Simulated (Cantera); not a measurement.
An adiabatic, constant-pressure homogeneous reactor starts with CO : H₂ : O₂ : N₂ = 1 : 0.037 : 1.52 : 16.8 (molar parts), at 950 K and 12.8 atm. Integrator tolerance rtol = 1e-08.

Cantera simulation using GRI-Mech 3.0 (53 species, 325 reactions); the numbers are that mechanism's predictions, not measurements. The hydrogen kinetics of GRI-Mech 3.0 are dated; newer H2 mechanisms differ, most at raised pressure. The pressure lies above the range GRI-Mech 3.0 was tuned for (to about 10 atm).

Question: What does this change do: pressure from 12.8 atm to 1.00 atm?

Answer: 
```
quantity                                                              before                                      after
---------------------------------  -----------------------------------------  -----------------------------------------
time of steepest temperature rise                                    0.170 s                                    78.6 ms
temperature at 0.700 s                                                1395 K                                     1395 K
equilibrium temperature                                               1394 K                                     1394 K
x(CO) at 0.700 s                     5.73e-8 (gas-phase equilibrium 5.65e-8)    3.09e-7 (gas-phase equilibrium 2.02e-7)
x(H₂) at 0.700 s                   9.87e-10 (gas-phase equilibrium 9.75e-10)    4.40e-9 (gas-phase equilibrium 3.49e-9)
x(O₂) at 0.700 s                       0.0532 (gas-phase equilibrium 0.0530)      0.0532 (gas-phase equilibrium 0.0530)
x(HO₂) at 0.700 s                    8.20e-9 (gas-phase equilibrium 8.12e-9)    4.99e-9 (gas-phase equilibrium 4.29e-9)
x(NO) at 0.700 s                    1.62e-6 (gas-phase equilibrium 0.000375)   1.93e-6 (gas-phase equilibrium 0.000375)
x(H) at 0.700 s                    3.96e-11 (gas-phase equilibrium 3.88e-11)  3.68e-10 (gas-phase equilibrium 2.63e-10)
```

Question: What does this change do: CO 1 to 0.34 parts?

Answer: 
| quantity | before | after |
|---|---|---|
| time of steepest temperature rise | 0.170 s | not reached |
| temperature at 0.700 s | 1395 K | 1070 K |
| equilibrium temperature | 1394 K | 1120 K |
| x(CO) at 0.700 s | 5.73e-8 (gas-phase equilibrium 5.65e-8) | 0.00597 (gas-phase equilibrium 4.39e-11) |
| x(H₂) at 0.700 s | 9.87e-10 (gas-phase equilibrium 9.75e-10) | 1.25e-5 (gas-phase equilibrium 4.42e-12) |
| x(O₂) at 0.700 s | 0.0532 (gas-phase equilibrium 0.0530) | 0.0747 (gas-phase equilibrium 0.0719) |
| x(HO₂) at 0.700 s | 8.20e-9 (gas-phase equilibrium 8.12e-9) | 1.61e-6 (gas-phase equilibrium 6.19e-10) |
| x(NO) at 0.700 s | 1.62e-6 (gas-phase equilibrium 0.000375) | 4.72e-11 (gas-phase equilibrium 6.40e-5) |
| x(H) at 0.700 s | 3.96e-11 (gas-phase equilibrium 3.88e-11) | 6.79e-10 (gas-phase equilibrium <1e-12) |
